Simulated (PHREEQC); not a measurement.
0.095 g of hydrous ferric oxide (600 m²/g; 0.2 weak and 0.005 strong sites per Fe, Dzombak-Morel constants, diffuse double layer) in 1 kg of water with 0.01 mol/kgw of an inert sodium salt and 1.4e-05 mol/kgw ZnCl2, at 25 °C; the pH is set by adding NaOH or the inert anion's acid. O2 is buffered at 0.21 atm. The system is closed to CO2. Nothing may precipitate in this run.

Equilibrium calculation in PHREEQC: ion-association model, wateq4f.dat.

Problem. Predict Zn sorbed (%), surface charge σ (C/m²) at pH = 7, 8.33, 10.33.

Solution. 
| pH | Zn sorbed (%) | surface charge σ (C/m²) |
|---|---|---|
| 7 | 66.2 | 0.019 |
| 8.33 | 99.7 | -0.001 |
| 10.33 | 99.8 | -0.049 |

The oxide is taken as insoluble; below pH 4 it would dissolve.
